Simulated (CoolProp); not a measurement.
R410A along the isotherm 500 K: fugacity coefficient from the reference equation and from simpler models built on Tc = 344.5 K, pc = 4.901 MPa, ω = 0.296; each cubic takes its own stable root.

Values from CoolProp's reference Helmholtz-energy equation of state, Lemmon 2003. It is a pseudo-pure fit of the blend.

```tsv
p (MPa)	phase	reference	van der Waals	Redlich-Kwong	Soave-Redlich-Kwong
1.89	gas	0.9658	0.9565	0.9591	0.9726
3.77	gas	0.9336	…	0.9205	…
5.66	supercritical	0.9030	0.8735	…	0.9234
7.54	supercritical	0.8744	0.8344	0.8499	0.9017
9.43	supercritical	0.8474	0.7971	0.8183	0.8819
11.3	supercritical	0.8227	0.7631	0.7898	0.8643
13.2	supercritical	0.7995	0.7321	0.7637	0.8486
15.1	supercritical	0.7785	0.7056	0.7408	0.8349
17	supercritical	0.7595	0.6834	…	…
18.9	supercritical	…	0.6655	…	0.8133
20.7	supercritical	0.7286	…	0.6897	0.8057
22.6	supercritical	0.7156	0.6405	0.6774	0.7992
24.5	supercritical	0.7043	0.6319	0.6671	0.7942
```

Complete the blanks.


- 3.77, van der Waals: 0.9145
- 3.77, Soave-Redlich-Kwong: 0.9471
- 5.66, Redlich-Kwong: 0.8839
- 17, Redlich-Kwong: 0.7208
- 17, Soave-Redlich-Kwong: 0.8232
- 18.9, reference: 0.7427
- 18.9, Redlich-Kwong: 0.7036
- 20.7, van der Waals: 0.6518
